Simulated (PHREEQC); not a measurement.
Synthetic water in mmol/kgw, 10 °C, pH 3.13, pe 12.8: Na 3.18; K 0.0028; Ca 0.81; Mg 0.299; Cl 1.44; S(6) 2.76; Si 0.0113; Pb 0.0856; Cu(2) 0.0246.

Valence states are taken as typed.

All values are PHREEQC results (ion-association model, wateq4f.dat), not measurements.

Each row changes one thing in this solution. Precipitation was switched off in this run.

```
case                                               ionic strength (mol/kgw)  SO4-2 (mol/kgw)  Ca+2 (mol/kgw)  Mg+2 (mol/kgw)  CaSO4 (mol/kgw)  HSO4- (mol/kgw)  SI of Anglesite (PbSO4)  SI of Quartz (SiO2)
-------------------------------------------------  ------------------------  ---------------  --------------  --------------  ---------------  ---------------  -----------------------  -------------------
as made                                                             0.00963          0.00243        0.000679        0.000254         0.000131          9.64e-5                    +0.63                -0.73
S(6) from 2.76 to 1.38 mmol/kgw                                     0.00731          0.00119        0.000734        0.000273          7.58e-5          4.90e-5                      [?]                -0.73
all concentrations times 4 at the same typed pH                      0.0344          0.00893         0.00228        0.000866         0.000953              [?]                    +1.39                -0.13
temperature from 10 to 90 °C at the same typed pH                   0.00851          0.00187        0.000641        0.000172         0.000167         0.000536                    +0.14                  [?]
```

Problem. What belongs in the gaps?

Solution. 
- S(6) from 2.76 to 1.38 mmol/kgw, SI of Anglesite (PbSO4): +0.45
- all concentrations times 4 at the same typed pH, HSO4- (mol/kgw): 0.000291
- temperature from 10 to 90 °C at the same typed pH, SI of Quartz (SiO2): -1.75

Complexes and solids missing from the database can't appear. Some of these states are supersaturated (in Anglesite, for instance). Away from 25 °C the constants follow the database's enthalpies or fits; those with neither stay at their 25 °C values.
